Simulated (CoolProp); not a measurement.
Computed with CoolProp (reference Helmholtz-energy equation of state, Span 1996).

Q: Give the vapour pressure (kPa), vapour density (kg/m³), surface tension (mN/m), liquid viscosity (µPa s) of saturated carbon dioxide at -34.25, -24.75 °C.

A: 
```
T (°C)  p (kPa)  vapour density (kg/m³)  surface tension (mN/m)  liquid viscosity (µPa s)
------  -------  ----------------------  ----------------------  ------------------------
-34.25     1230                    32.0                    11.4                       176
-24.75     1700                    44.2                    9.36                       151
```

Viscosity comes from a separate model (Laesecke 2017). Surface tension comes from a separate correlation (Mulero 2012).
